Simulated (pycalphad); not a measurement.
Source of the numbers: pycalphad with the COST 507 light-alloy database (1999); pressure 1 atm. The data set is of 1999 and partly superseded. Kinetics are ignored, which matters at the lower temperatures.

**Question.** Which phases does Fe-20 at.% Ti hold at 282 °C, with what compositions and amounts?

**Answer.** bcc with 0.11 at.% Ti and LAVES_C14 with 33.2 at.% Ti. The lever rule gives (20 − 0.1)/(33.2 − 0.1) = 0.60 of LAVES_C14 and 0.40 of bcc.

**Question.** Which phases does Fe-43 at.% Ti hold at 667 °C, with what compositions and amounts?

**Answer.** LAVES_C14 with 35.2 at.% Ti and FETI with 50.0 at.% Ti. The lever rule gives (43 − 35.2)/(50.0 − 35.2) = 0.53 of FETI and 0.47 of LAVES_C14.

**Question.** Which phases does Fe-78 at.% Ti hold at 1134 °C, with what compositions and amounts?

**Answer.** liquid with 74.5 at.% Ti and bcc with 81.5 at.% Ti. The lever rule gives (78 − 74.5)/(81.5 − 74.5) = 0.50 of bcc and 0.50 of liquid.

**Question.** Which phases does Fe-39 at.% Ti hold at 694 °C, with what compositions and amounts?

**Answer.** LAVES_C14 with 35.3 at.% Ti and FETI with 50.0 at.% Ti. The lever rule gives (39 − 35.3)/(50.0 − 35.3) = 0.25 of FETI and 0.75 of LAVES_C14.

Database names, with the compositions (at.%) that they take in these runs: LAVES_C14: Fe 63-73 Ti 27-37; FETI: Fe 50 Ti 50.
